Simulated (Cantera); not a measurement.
# Reactions in the system I-Mg-O

Cantera with NASA thermochemical tables; ideal gases at 1 bar, condensed phases pure. Values are per mole of reaction as written; species without (g) are pure solids or liquids, kept so even where they would boil at 1 bar.

I2 + MgO = O(g) + MgI2

| T (K) | ΔH° (kJ) | ΔS° (J/K) | ΔG° (kJ) | log10 K | condensed phases |
|---|---|---|---|---|---|
| 300 | 483.5 | 147.7 | 439.2 | -76.46 | I2(s), MgO(s), MgI2(s) |
| 373 | 483.6 | 148.1 | 428.4 | -59.99 | I2(s), MgO(s), MgI2(s) |
| 398 | 467.6 | 106.9 | 425.1 | -55.79 | I2(l), MgO(s), MgI2(s) |
| 423 | 467.1 | 105.5 | 422.5 | -52.17 | I2(l), MgO(s), MgI2(s) |
| 448 | 466.5 | 104.2 | 419.8 | -48.95 | I2(l), MgO(s), MgI2(s) |
| 473 | 466.0 | 103.0 | 417.3 | -46.08 | I2(l), MgO(s), MgI2(s) |
| 498 | 465.4 | 101.8 | 414.7 | -43.50 | I2(l), MgO(s), MgI2(s) |
| 523 | 464.8 | 100.7 | 412.2 | -41.16 | I2(l), MgO(s), MgI2(s) |
| 548 | 464.2 | 99.6 | 409.7 | -39.05 | I2(l), MgO(s), MgI2(s) |
| 573 | 463.7 | 98.6 | 407.2 | -37.12 | I2(l), MgO(s), MgI2(s) |
| 598 | 463.1 | 97.6 | 404.7 | -35.35 | I2(l), MgO(s), MgI2(s) |

2 I2 + 2 MgO = 2 MgI2 + O2(g)

```tsv
T (K)	ΔH° (kJ)	ΔS° (J/K)	ΔG° (kJ)	log10 K	condensed phases
300	468.6	178.4	415.1	-72.27	I2(s), MgO(s), MgI2(s)
373	467.8	176.2	402.1	-56.31	I2(s), MgO(s), MgI2(s)
398	435.6	92.8	398.7	-52.32	I2(l), MgO(s), MgI2(s)
423	434.2	89.3	396.4	-48.95	I2(l), MgO(s), MgI2(s)
448	432.7	86.0	394.2	-45.96	I2(l), MgO(s), MgI2(s)
473	431.3	82.9	392.1	-43.30	I2(l), MgO(s), MgI2(s)
498	429.8	79.9	390.0	-40.91	I2(l), MgO(s), MgI2(s)
523	428.4	77.1	388.1	-38.76	I2(l), MgO(s), MgI2(s)
548	427.0	74.5	386.2	-36.81	I2(l), MgO(s), MgI2(s)
573	425.6	71.9	384.4	-35.04	I2(l), MgO(s), MgI2(s)
598	424.2	69.5	382.6	-33.42	I2(l), MgO(s), MgI2(s)
```
